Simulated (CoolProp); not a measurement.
A simple Rankine cycle with water: condensing at 322.15 K, boiler at 10.9 MPa, turbine inlet 592.4 K, turbine efficiency 0.6, pump efficiency 0.6, no recuperator. Each further row changes one setting.

Model: reference Helmholtz-energy equation of state, Wagner 2002, in CoolProp.

```json
[
 {"case": "as stated", "thermal efficiency (%)": "21.9", "net work (kJ/kg)": "546", "heat in (kJ/kg)": "2500", "turbine exit temperature (K)": "322.2", "volume ratio over the turbine": "627"},
 {"case": "turbine inlet 612.4 K", "thermal efficiency (%)": "22.1", "net work (kJ/kg)": "579", "heat in (kJ/kg)": "2620", "turbine exit temperature (K)": "322.2", "volume ratio over the turbine": "572"},
 {"case": "condensing temperature 314.15 K", "thermal efficiency (%)": "22.5", "net work (kJ/kg)": "570", "heat in (kJ/kg)": "2530", "turbine exit temperature (K)": "314.1", "volume ratio over the turbine": "921"},
 {"case": "boiler pressure 7.63 MPa", "thermal efficiency (%)": "21.5", "net work (kJ/kg)": "574", "heat in (kJ/kg)": "2670", "turbine exit temperature (K)": "322.2", "volume ratio over the turbine": "389"},
 {"case": "turbine efficiency 0.5", "thermal efficiency (%)": "18.1", "net work (kJ/kg)": "452", "heat in (kJ/kg)": "2500", "turbine exit temperature (K)": "322.2", "volume ratio over the turbine": "658"}
]
```

The expansion ends wet for: as stated; turbine inlet 612.4 K; condensing temperature 314.15 K; boiler pressure 7.63 MPa; turbine efficiency 0.5.
